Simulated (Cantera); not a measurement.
A Cantera script and what it prints.

```python
import numpy as np
import cantera as ct

gas_names = """
    B BN BO BO2 B2 B2O B2O2 B2O3 N NO NO2 NO3 N2 N2O O O2 O3
""".split()
cond_names = """
    B(b) B(L) BN(s) B2O3(L)
""".split()


# ... load() reads the species with a 1 bar reference pressure and builds the phases ...
atoms = {
    'B2O3': {'B': 2, 'O': 3},
    'N2': {'N': 2},
    'O2': {'O': 2},
}
top_T = {'BN(s)': 3200}  # K; cautious upper limits of use, not melting points


# ... equilibrate(T, P, feed) seeds the gas with the atoms and calls Mixture.equilibrate('TP', solver="vcs", rtol=1e-11, max_steps=5000) ...
results = []
feed = {'B2O3': 1, 'N2': 0.34, 'O2': 5.9}  # mol
P = 1000  # Pa
for T in [1475, 1500, 1525, 1550, 1575, 1600, 1625, 1650, 1675, 1700, 1725, 1750, 1775]:
    mix = equilibrate(T, P, feed)
    results.append((T, P, feed, dict(zip(mix.species_names, mix.species_moles))))

top = {s: max(r[3][s] / sum(r[3][g] for g in gas_names) for r in results) for s in gas_names}
cols = sorted((s for s in top if top[s] > 0.001), key=lambda s: -top[s])[:6]
seen = [c for c in cond_names if any(r[3].get(c, 0) > 1e-12 for r in results)]
print("log10 of partial pressures in bar; condensed amounts in mol")
print(f"{'T/K':>10s}" + "".join(f"{s[:9]:>10s}" for s in cols + seen))
for T, P, feed, n in results:
    ng = sum(n[g] for g in gas_names)
    print(f"{T:10.4g}" + "".join(f"{np.log10(max(n[s] / ng * P / 1e5, 1e-99)):10.3f}" for s in cols)
          + "".join(f"{n.get(c, 0):10.4g}" for c in seen))
```

Output:

```
log10 of partial pressures in bar; condensed amounts in mol
       T/K        O2      B2O3        N2       BO2        NO   B2O3(L)
      1475    -2.025    -4.890    -3.267    -5.660    -5.222    0.9913
      1500    -2.026    -4.664    -3.267    -5.467    -5.168    0.9854
      1525    -2.026    -4.445    -3.269    -5.281    -5.117    0.9759
      1550    -2.027    -4.235    -3.270    -5.101    -5.068    0.9609
      1575    -2.029    -4.031    -3.272    -4.927    -5.021    0.9375
      1600    -2.032    -3.834    -3.275    -4.758    -4.976    0.9015
      1625    -2.036    -3.643    -3.279    -4.596    -4.934    0.8463
      1650    -2.042    -3.459    -3.286    -4.439    -4.896    0.7626
      1675    -2.051    -3.280    -3.295    -4.288    -4.862    0.6357
      1700    -2.064    -3.107    -3.308    -4.142    -4.833    0.4427
      1725    -2.083    -2.939    -3.328    -4.003    -4.812    0.1457
      1750    -2.093    -2.881    -3.337    -3.917    -4.782         0
      1775    -2.093    -2.884    -3.338    -3.862    -4.744         0
```

Cantera equilibrium calculation (NASA polynomials, part measured and part estimated; ideal gas, pure solids and liquids).
